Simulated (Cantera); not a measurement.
## Low-pressure radical oxidation in H2/O2

A perfectly stirred reactor is fed with H₂ : O₂ : N₂ = 0.034 : 1 : 0.14 (molar parts), equivalence ratio 0.017, at 20.0 Torr; it is held at 1000 K, and followed from long to short residence time.

Computed with Cantera and the H2/O2 subset of GRI-Mech 3.0, which has no nitrogen chemistry. Radical loss at walls, strong at low pressure, is not modelled.

| τ (s) | x H₂ | x O₂ | x H₂O | x OH | x HO₂ | x H₂O₂ |
|---|---|---|---|---|---|---|
| 18 | 5.20e-5 | 0.850 | 0.0293 | 6.49e-5 | 8.33e-7 | 5.56e-8 |
| 3.8 | 0.000130 | 0.849 | 0.0292 | 0.000113 | 1.63e-6 | 8.07e-8 |
| 0.84 | 0.000305 | 0.849 | 0.0289 | 0.000201 | 2.93e-6 | 1.15e-7 |
| 0.18 | 0.000712 | 0.848 | 0.0284 | 0.000375 | 4.93e-6 | 1.69e-7 |
| 0.040 | 0.00163 | 0.847 | 0.0270 | 0.000696 | 7.38e-6 | 2.45e-7 |
| 0.0087 | 0.00385 | 0.844 | 0.0237 | 0.00124 | 9.57e-6 | 3.43e-7 |
| 0.0019 | 0.00957 | 0.842 | 0.0167 | 0.00178 | 1.03e-5 | 4.33e-7 |
| 0.00041 | 0.0234 | 0.848 | 0.00433 | 0.00102 | 8.40e-6 | 1.95e-7 |
x: mole fraction; the columns are a selection and need not sum to one.
